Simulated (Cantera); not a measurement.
A perfectly stirred reactor is fed with NO : N₂ = 1 : 0.84 (molar parts), at 1050 Torr; it is held at 1900 K, and followed from long to short residence time.

Cantera simulation using GRI-Mech 3.0 (53 species, 325 reactions); the numbers are that mechanism's predictions, not measurements.

### Question
Predict: x(NO) at τ = 27.0 s; x(O) at τ = 27.0 s; x(O₂) at τ = 27.0 s; x(NO₂) at τ = 27.0 s; x(N₂O) at τ = 27.0 s; x(NO) at τ = 0.230 s; x(O) at τ = 0.230 s; x(O₂) at τ = 0.230 s; x(NO₂) at τ = 0.230 s; x(N₂O) at τ = 0.230 s.

### Answer
```
Quantity                  Value
---------------------  --------
x(NO) at τ = 27.0 s      0.0602
x(O) at τ = 27.0 s     0.000125
x(O₂) at τ = 27.0 s       0.241
x(NO₂) at τ = 27.0 s   0.000157
x(N₂O) at τ = 27.0 s    1.89e-6
x(NO) at τ = 0.230 s      0.457
x(O) at τ = 0.230 s     5.73e-5
x(O₂) at τ = 0.230 s     0.0429
x(NO₂) at τ = 0.230 s  0.000531
x(N₂O) at τ = 0.230 s   9.28e-5
```
